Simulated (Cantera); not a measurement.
Adiabatic ignition

An adiabatic, constant-pressure homogeneous reactor starts with CH₄ : O₂ : N₂ = 2.4 : 2 : 7.52 (molar parts), equivalence ratio 2.4, at 1400 K and 16500 Torr.

Model: GRI-Mech 3.0 (53 species, 325 reactions), integrated in Cantera. The pressure lies above the range GRI-Mech 3.0 was tuned for (to about 10 atm).

```csv
t (s),T (K),x CH₄,x O₂,x C₂H₂,x HCN,x NO₂
5.00e-6,1400,0.201,0.168,<1e-12,<1e-12,<1e-12
1.07e-5,1400,0.201,0.168,1.63e-12,<1e-12,<1e-12
2.27e-5,1400,0.201,0.168,6.83e-11,<1e-12,<1e-12
4.84e-5,1401,0.201,0.168,1.11e-9,<1e-12,<1e-12
0.000103,1404,0.200,0.167,1.36e-8,<1e-12,<1e-12
0.000220,1422,0.195,0.164,3.53e-7,<1e-12,<1e-12
0.000469,2289,0.00449,6.76e-8,0.0144,3.49e-5,1.61e-11
0.00100,2260,0.00162,2.60e-8,0.00220,3.70e-5,1.49e-11
0.00213,2249,0.000187,1.97e-8,7.63e-5,2.34e-5,1.59e-11
0.00454,2248,4.13e-7,1.93e-8,2.55e-8,1.64e-5,1.63e-11
0.00969,2248,9.39e-8,1.93e-8,9.92e-11,1.46e-5,1.46e-11
0.0206,2248,9.36e-8,1.93e-8,9.88e-11,1.21e-5,1.22e-11
0.0440,2248,9.33e-8,1.93e-8,9.85e-11,9.19e-6,9.32e-12
0.0938,2248,9.31e-8,1.93e-8,9.83e-11,6.90e-6,7.03e-12
0.200,2248,9.30e-8,1.93e-8,9.82e-11,5.87e-6,6.00e-12
```
x: mole fraction; the columns are a selection and need not sum to one.

```yaml
time_of_steepest_temperature_rise: 0.365 ms
temperature at 0.200 s: 2248 K
equilibrium_temperature: 2248 K
x(CH₄) at 0.200 s: 9.30e-8 (gas-phase equilibrium 1.04e-7)
x(O₂) at 0.200 s: 1.93e-8 (gas-phase equilibrium 1.93e-8)
x(C₂H₂) at 0.200 s: 9.82e-11 (gas-phase equilibrium 1.09e-10)
```
